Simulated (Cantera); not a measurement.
# Low-pressure radical oxidation in H2/O2

A perfectly stirred reactor is fed with H₂ : O₂ = 0.042 : 1 (molar parts), equivalence ratio 0.021, at 4.43 Torr; it is held at 1125 K, and followed from long to short residence time.

Model: the H2/O2 subset of GRI-Mech 3.0, which has no nitrogen chemistry, integrated in Cantera. Radical loss at walls, strong at low pressure, is not modelled. The temperature is held fixed by assumption; the heat of reaction is taken as removed at once.

```json
[
 {"τ (s)": "7.1", "x H₂": "9.15e-5", "x O₂": "0.957", "x H": "0.000129", "x O": "0.00195", "x H₂O": "0.0406", "x OH": "0.000628"},
 {"τ (s)": "3.1", "x H₂": "0.000149", "x O₂": "0.955", "x H": "0.000282", "x O": "0.00327", "x H₂O": "0.0403", "x OH": "0.000820"},
 {"τ (s)": "1.4", "x H₂": "0.000237", "x O₂": "0.953", "x H": "0.000582", "x O": "0.00525", "x H₂O": "0.0399", "x OH": "0.00105"},
 {"τ (s)": "0.59", "x H₂": "0.000388", "x O₂": "0.949", "x H": "0.00121", "x O": "0.00840", "x H₂O": "0.0392", "x OH": "0.00136"},
 {"τ (s)": "0.26", "x H₂": "0.000613", "x O₂": "0.945", "x H": "0.00221", "x O": "0.0123", "x H₂O": "0.0382", "x OH": "0.00169"},
 {"τ (s)": "0.11", "x H₂": "0.000995", "x O₂": "0.940", "x H": "0.00369", "x O": "0.0165", "x H₂O": "0.0368", "x OH": "0.00207"},
 {"τ (s)": "0.050", "x H₂": "0.00160", "x O₂": "0.936", "x H": "0.00521", "x O": "0.0194", "x H₂O": "0.0351", "x OH": "0.00246"},
 {"τ (s)": "0.022", "x H₂": "0.00275", "x O₂": "0.934", "x H": "0.00664", "x O": "0.0205", "x H₂O": "0.0329", "x OH": "0.00294"},
 {"τ (s)": "0.0095", "x H₂": "0.00507", "x O₂": "0.935", "x H": "0.00763", "x O": "0.0193", "x H₂O": "0.0297", "x OH": "0.00349"},
 {"τ (s)": "0.0041", "x H₂": "0.00957", "x O₂": "0.938", "x H": "0.00764", "x O": "0.0162", "x H₂O": "0.0250", "x OH": "0.00396"}
]
```
x: mole fraction; the columns are a selection and need not sum to one.
